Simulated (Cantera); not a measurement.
Input: 1 mol N₂O, 3.6 mol H₂O, 10 mol H₂, at 2400 K and 0.135 Torr.

Method: chemical equilibrium by Gibbs-energy minimisation in Cantera with the NASA 1993 tables (ideal gas, pure condensed phases). Candidate condensed phases: H₂O; 24 gas species. Rates play no part.

Base state: H 0.551, H₂ 0.216, H₂O 0.0790, O 0.0632, N₂ 0.0429, OH 0.0370, O₂ 0.00956, NO 0.000953 (mole fractions); condensed: gas only.

Problem. What changes in the equilibrium state with this change: temperature from 2400 K to 3225 K?

Solution. 
```json
[
 {"species": "H", "before": "0.551", "after": "0.827"},
 {"species": "O", "before": "0.0632", "after": "0.140"},
 {"species": "N₂", "before": "0.0429", "after": "0.0301"},
 {"species": "H₂", "before": "0.216", "after": "0.00136"},
 {"species": "H₂O", "before": "0.0790", "after": "1.63e-6"},
 {"species": "OH", "before": "0.0370", "after": "0.000386"},
 {"species": "N", "before": "1.72e-6", "after": "0.000695"},
 {"species": "O₂", "before": "0.00956", "after": "6.52e-5"},
 {"species": "NO", "before": "0.000953", "after": "0.000212"}
]
```
